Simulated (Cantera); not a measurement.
# Pyrogenic steam for wet oxidation

A perfectly stirred reactor is fed with 37.5 % H2, 31.2 % O2, 31.2 % N2, equivalence ratio 0.60, at 100.0 Torr; it is held at 925 K, and followed from long to short residence time.

Detailed kinetics in Cantera: GRI-Mech 3.0 (53 species, 325 reactions). Radical loss at walls, strong at low pressure, is not modelled. Below about 950 K walls govern HO2 and H2O2 in real vessels. The temperature is held fixed by assumption; the heat of reaction is taken as removed at once.

```tsv
τ (s)	x H2	x O2	x NO	x NO2	x O	x H
1.6	0.0238	0.164	6.23e-10	1.11e-10	7.72e-6	9.18e-6
0.63	0.0248	0.164	1.49e-9	1.12e-10	1.86e-5	2.31e-5
0.24	0.0278	0.166	3.46e-9	1.06e-10	4.35e-5	6.00e-5
0.093	0.0337	0.168	7.23e-9	9.27e-11	9.26e-5	0.000152
0.036	0.0438	0.172	1.38e-8	7.59e-11	0.000184	0.000380
0.014	0.0592	0.179	2.44e-8	5.87e-11	0.000344	0.000928
0.0053	0.0824	0.188	4.07e-8	4.28e-11	0.000629	0.00226
0.0020	0.115	0.202	6.23e-8	2.95e-11	0.00111	0.00531
```
x: mole fraction; the columns are a selection and need not sum to one.
